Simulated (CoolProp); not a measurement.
Properties of propylene glycol along the isotherm 620 K (Tc = 674.0 K, pc = 72.92 bar, ω = 0.327).

The numbers come from the reference Helmholtz-energy equation of state, Eisenbach 2021 in CoolProp.

```
p (bar)   phase  density (kg/m³)  Joule-Thomson coefficient (K/MPa)
-------  ------  ---------------  ---------------------------------
0.115       gas           0.1699                              5.649
0.237       gas           0.3504                              5.657
0.486       gas           0.7196                              5.672
0.998       gas            1.482                              5.704
2.05        gas            3.065                                  …
4.21        gas                …                              5.915
8.65        gas            13.53                              6.247
17.8        gas                …                                  …
36.5     liquid            670.2                                  …
```

### Question
Fill in the missing entries.

### Answer

- 2.05, Joule-Thomson coefficient (K/MPa): 5.771
- 4.21, density (kg/m³): 6.385
- 17.8, density (kg/m³): 30.00
- 17.8, Joule-Thomson coefficient (K/MPa): 7.134
- 36.5, Joule-Thomson coefficient (K/MPa): 0.4122
